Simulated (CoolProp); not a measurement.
A Linde-Hampson liquefier for nitrogen: isothermal reversible compression at 290 K from 1 atm to 30 MPa, throttling to 1 atm, return gas leaving the recuperator 0 K below the feed. Each further row changes one setting.

Model: reference Helmholtz-energy equation of state, Span 2000, in CoolProp.

```
case                        liquid yield per pass  compression work (kJ/kg of gas)
--------------------------  ---------------------  -------------------------------
as stated                                       …                              493
high pressure 60 MPa                            …                                …
warm-end temperature 320 K                      …                                …
warm-end gap 5 K                                …                              493
```

Task: Complete the blanks.

Result: 
- as stated, liquid yield per pass: 0.098
- high pressure 60 MPa, liquid yield per pass: 0.090
- high pressure 60 MPa, compression work (kJ/kg of gas): 570
- warm-end temperature 320 K, liquid yield per pass: 0.072
- warm-end temperature 320 K, compression work (kJ/kg of gas): 547
- warm-end gap 5 K, liquid yield per pass: 0.087
